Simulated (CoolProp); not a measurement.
The fluid at 293.15 K and 0.26 MPa (liquid) is heated at constant pressure to 314.4 K. The same conditions are run with several fluids, on thermodynamics alone (safety and materials aside).

Model: reference Helmholtz-energy equation of state of each fluid (n-perfluorohexane: Gao 2022; 1,2-dichloroethane: Thol 2015; n-heptane: Span 2003; R236EA: Rui 2013; R123: Younglove 1994), in CoolProp.

| fluid | heat (kJ/kg) | final phase | final density (kg/m³) |
|---|---|---|---|
| n-perfluorohexane | 22.4 | liquid | 1630 |
| 1,2-dichloroethane | 27.8 | liquid | 1220 |
| n-heptane | 48.1 | liquid | 666 |
| R236EA | 176 | gas | 16.4 |
| R123 | 21.8 | liquid | 1420 |
